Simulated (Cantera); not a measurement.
A closed system holds: 1 mol V, 29 mol N2, at 1823 K and 4.90 bar.

Method: chemical equilibrium by Gibbs-energy minimisation in Cantera with the NASA 1993 tables (ideal gas, pure condensed phases). Candidate condensed phases: V, VN; 4 gas species. VN: taken at fixed stoichiometry. Condensed phases not in the tables: V2N. Rates play no part.

**Question.** What is the equilibrium state?

**Answer.** 
| Property | Result |
|---|---|
| x(N2) | 1.00 |
| n(VN(s)) | 1.00 mol |
| gas amount | 28.50 mol |
| log10 activity of V(s) (absent) | -2.22 |
